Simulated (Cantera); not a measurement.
An isothermal plug-flow reactor at 498 K and 1.01 bar (inlet), inlet velocity 2.1 m/s, active area per volume 550 1/m; feed 0.477 % H₂, 1.59 % O₂, 96.6 % N₂, 1.34 % H₂O, equivalence ratio 0.15.

Cantera simulation using Deutschmann's 1995 Pt surface mechanism with GRI-Mech 3.0 gas chemistry; the numbers are that mechanism's predictions, not measurements. Catalytic surfaces can have several steady states; this one follows from the mechanism file's or the stated starting coverage. Mass transfer to the wall is taken as infinitely fast.

x: gas mole fraction; θ: surface coverage.

```tsv
z (m)	x H₂	x O₂	x H₂O	θ free Pt	θ O*	θ OH*
0.00053	0.00174	0.0144	0.0165	0.176	0.760	0.0634
0.00089	0.00119	0.0141	0.0171	0.124	0.820	0.0557
0.0015	___	0.0139	0.0175	___	0.871	___
0.0025	0.000492	0.0138	0.0178	0.0522	0.909	0.0385
0.0041	0.000309	0.0137	0.0179	0.0330	0.936	0.0312
0.0069	0.000187	0.0136	0.0181	0.0200	0.955	0.0246
0.011	0.000118	0.0136	0.0181	0.0127	0.968	0.0197
0.019	___	0.0136	0.0182	___	0.977	___
0.032	4.09e-5	0.0136	0.0182	0.00441	0.984	0.0118
0.053	2.47e-5	0.0136	0.0182	0.00267	0.988	0.00916
```

Question: Fill in the missing entries.

Answer: 
- 0.0015, x H₂: 0.000778
- 0.0015, θ free Pt: 0.0816
- 0.0015, θ OH*: 0.0469
- 0.019, x H₂: 6.87e-5
- 0.019, θ free Pt: 0.00740
- 0.019, θ OH*: 0.0152
